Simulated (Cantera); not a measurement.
## Catalytic combustion on Pt

An isothermal plug-flow reactor at 850 K and 495 Torr (inlet), inlet velocity 4.4 m/s, active area per volume 3400 1/m; feed 0.247 % H2, 10.9 % O2, 88.8 % N2, equivalence ratio 0.011.

Computed with Cantera and Deutschmann's 1995 Pt surface mechanism with GRI-Mech 3.0 gas chemistry. Catalytic surfaces can have several steady states; this one follows from the mechanism file's or the stated starting coverage. Mass transfer to the wall is taken as infinitely fast.

| z (m) | x H2 | x O2 | x H2O | θ free Pt | θ O* |
|---|---|---|---|---|---|
| 0.00052 | 0.000760 | 0.108 | 0.00172 | 0.0784 | 0.921 |
| 0.001 | 0.000280 | 0.108 | 0.00220 | 0.0751 | 0.924 |
| 0.0019 | 4.57e-5 | 0.108 | 0.00243 | 0.0735 | 0.926 |
| 0.0038 | 1.03e-6 | 0.108 | 0.00248 | 0.0732 | 0.926 |
| 0.0073 | 9.71e-10 | 0.108 | 0.00248 | 0.0732 | 0.926 |
| 0.014 | <1e-12 | 0.108 | 0.00248 | 0.0732 | 0.926 |
| 0.027 | <1e-12 | 0.108 | 0.00248 | 0.0732 | 0.926 |
| 0.052 | <1e-12 | 0.108 | 0.00248 | 0.0732 | 0.926 |
x: gas mole fraction; θ: surface coverage.
